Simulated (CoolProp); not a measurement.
Aqueous potassium acetate as a coolant, at 40 °C, 1 atm.

Computed with CoolProp (Melinder's fits for secondary coolants).

```csv
mass %,freezing point (°C),Prandtl number,viscosity (mPa s),conductivity (W/(m K)),density (kg/m³)
1,-0.3,4.39,0.664,0.627,999.5
4.6,-1.8,4.76,0.728,0.613,1019
8.2,-3.6,5.19,0.801,0.600,1036
11.8,-5.6,5.67,0.881,[?],[?]
15.4,[?],6.19,0.970,0.575,1070
19,-10.4,6.77,1.07,0.563,1088
22.6,-13.6,7.42,1.18,0.551,1107
26.2,-17.7,8.19,1.31,0.539,1127
29.9,-22.9,[?],1.47,0.526,1148
33.5,-29.1,10.2,1.65,0.514,1168
```

Some entries are withheld; supply them.


- 11.8, conductivity (W/(m K)): 0.588
- 11.8, density (kg/m³): 1053
- 15.4, freezing point (°C): -7.8
- 29.9, Prandtl number: 9.12
